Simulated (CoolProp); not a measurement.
Vapour-liquid equilibrium of propylene (1) + cyclohexane (2) at 53.05 °C; x and y are mole fractions of (1).

The numbers come from the multi-fluid Helmholtz-energy mixture model, Lemmon 2013 and Zhou 2014; pair parameters Bell 2016 in CoolProp.

Question: Give the bubble pressure and the first vapour's composition at x = 0.2, 0.35, 0.8. Is there an azeotrope?

Answer: x = 0.2: 0.4817 MPa, y = 0.920; x = 0.35: 0.7870 MPa, y = 0.954; x = 0.8: 1.679 MPa, y = 0.987. No azeotrope shows between x = 0.05 and 0.95.

The pair parameters rest on a limited set of measurements; away from them the model extrapolates. The gap from Raoult's law changes sign with composition, which may be real or a fault of the pair parameters; it wasn't checked against measurements.
